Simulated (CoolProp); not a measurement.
50 sccm (0 °C, 1 atm) of nitrogen bubbles through liquid methanol at 275.1 K and leaves saturated at a total pressure of 0.118 MPa (ideal gas phase). Each further row changes one setting.

Model: reference Helmholtz-energy equation of state, de Reuck 1993, in CoolProp.

| case | vapour pressure (kPa) | mole fraction of vapour | delivery (mg/min) | delivery (sccm) | change of delivery for a bath 1 K warmer (%) |
|---|---|---|---|---|---|
| as stated | 4.58 | 0.0388 | 2.89 | 2.02 | 6.7 |
| bath temperature 280.1 K | 6.21 | 0.0527 | 3.97 | 2.78 | 6.5 |
| total pressure 0.236 MPa | 4.58 | 0.0194 | 1.42 | 0.990 | 6.5 |
